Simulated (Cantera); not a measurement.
Cantera run:

```python
import numpy as np
import cantera as ct

gas_names = """
    Pb O PbO
""".split()
cond_names = """

""".split()


# ... load() reads the species with a 1 bar reference pressure and builds the phases ...
species = {s.name: s for s in load("nasa_gas.yaml", gas_names) + load("nasa_condensed.yaml", cond_names)}
# Each term lists the table entries of one substance; the one whose range holds T is used.
reactions = {
    'Pb(g) + O(g) = PbO(g)':
        [(-1, ['Pb']), (-1, ['O']), (1, ['PbO'])],
}


def pick(names, T):
    return next(species[n] for n in names if species[n].thermo.min_temp <= T <= species[n].thermo.max_temp)


results = []
for label, terms in reactions.items():
    print(label)
    print("     T/K   dH/kJ  dS/(J/K)   dG/kJ   log10 K")
    for T in [2400, 2500, 2600, 2700, 2800, 2900, 3000]:
        used = [(nu, pick(names, T)) for nu, names in terms]
        dH = sum(nu * s.thermo.h(T) for nu, s in used) / 1e6
        dS = sum(nu * s.thermo.s(T) for nu, s in used) / 1e3
        dG = dH - T * dS / 1e3
        logK = -dG * 1e6 / (ct.gas_constant * T * np.log(10))
        results.append((label, T, dH, dS, dG, logK, [s.name for _, s in used]))
        print(f"{T:8g} {dH:8.1f} {dS:8.1f} {dG:8.1f} {logK:8.2f}")
```

Result:

```
Pb(g) + O(g) = PbO(g)
     T/K   dH/kJ  dS/(J/K)   dG/kJ   log10 K
    2400   -387.7   -110.0   -123.8     2.69
    2500   -388.8   -110.4   -112.7     2.36
    2600   -390.0   -110.9   -101.7     2.04
    2700   -391.3   -111.4    -90.6     1.75
    2800   -392.7   -111.9    -79.4     1.48
    2900   -394.1   -112.4    -68.2     1.23
    3000   -395.6   -112.9    -56.9     0.99
```

Source: NASA polynomial tables (part measured, part estimated), evaluated in Cantera. Condensed species are held in their standard states even where they would react or evaporate.
